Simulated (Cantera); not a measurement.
Input: 1 mol CuO, 0.32 mol C, 10 mol H2, held at 2175 K and 630 Torr.

Cantera equilibrium calculation (NASA polynomials, part measured and part estimated; ideal gas, pure solids and liquids). Candidate condensed phases: C, C6H6, C7H8, C8H18, Cu, CuO, Cu(OH)2, Cu2O, H2O; 113 gas species. Kinetics and transport are ignored.

Base state: H2 0.878, H2O 0.0637, CO 0.0298, Cu 0.0228, H 0.00499, CO2 0.000416, Cu2 0.000162, OH 4.87e-5 (mole fractions); condensed: Cu(l).

### Question
What changes in the equilibrium state with this change: C from 0.32 to 0.56 mol?

### Answer
| species | before | after |
|---|---|---|
| H2 | 0.878 | 0.880 |
| CO | 0.0298 | 0.0512 |
| H2O | 0.0637 | 0.0401 |
| Cu | 0.0228 | 0.0228 |
| OH | 4.87e-5 | 3.06e-5 |
| CO2 | 0.000416 | 0.000449 |
| H | 0.00499 | 0.00500 |
| Cu(l), mol | 0.755 | 0.750 |

### Question
What changes in the equilibrium state with this change: temperature from 2175 K to 1873 K?

### Answer
| species | before | after |
|---|---|---|
| H2 | 0.878 | 0.902 |
| H2O | 0.0637 | 0.0652 |
| CO | 0.0298 | 0.0304 |
| Cu | 0.0228 | 0.00145 |
| H | 0.00499 | 0.000669 |
| Cu2 | 0.000162 | 3.76e-6 |
| OH | 4.87e-5 | 3.76e-6 |
| CO2 | 0.000416 | 0.000536 |
| Cu(l), mol | 0.755 | 0.985 |
